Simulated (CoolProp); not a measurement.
Properties of R236EA at several states (Tc = 139.3 °C, pc = 34.14 bar, ω = 0.368).

Model: reference Helmholtz-energy equation of state, Rui 2013, in CoolProp.

| T (°C) | p (bar) | phase | density (kg/m³) | viscosity (µPa s) |
|---|---|---|---|---|
| 135.35 | 0.371 | gas | 1.667 | ___ |
| 117.45 | 1.28 | gas | 6.089 | ___ |
| 125.95 | 0.101 | gas | 0.4633 | ___ |

Question: Complete the blanks.

Answer: 
- 135.35, viscosity (µPa s): 15.0
- 117.45, viscosity (µPa s): 14.4
- 125.95, viscosity (µPa s): 14.7

Viscosity comes from a separate model (Huber 2003), an estimate that may be off by 10 % or more.
